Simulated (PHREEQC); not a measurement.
## Silver or lead bath (model solution)

Solution (80 °C): 0.00015 mol/kgw PbCl2 and 0.0017 mol/kgw NaCl. Closed to the air; pH follows from the charge balance.

Computed with PHREEQC (ion-association model, wateq4f.dat).

This is a speciation only: nothing precipitates in the calculation.

Problem. Predict the pH.

Solution. pH 5.83.

Problem. In which forms is Cl present?

Solution. Cl- 99 %, PbCl+ 1.2 % of the Cl.

Saturation is exceeded, for instance for Pb(OH)2; the values hold only as long as no solid forms. Away from 25 °C the constants follow the database's enthalpies or fits; those with neither stay at their 25 °C values.
